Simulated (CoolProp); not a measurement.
20 sccm (0 °C, 1 atm) of nitrogen bubbles through liquid R141b at 284 K and leaves saturated at a total pressure of 0.0845 MPa (ideal gas phase). Each further row changes one setting.

Values from CoolProp's reference Helmholtz-energy equation of state, Lemmon 2006. It is a short technical equation, of lower accuracy than the large ones.

| case | vapour pressure (kPa) | mole fraction of vapour | delivery (mg/min) | delivery (sccm) | change of delivery for a bath 1 K warmer (%) |
|---|---|---|---|---|---|
| as stated | 45.1 | 0.533 | 119 | 22.9 | 9.5 |
| bath temperature 289 K | 55.2 | 0.654 | 197 | 37.8 | 13 |
| total pressure 0.169 MPa | 45.1 | 0.267 | 37.9 | 7.27 | 5.9 |
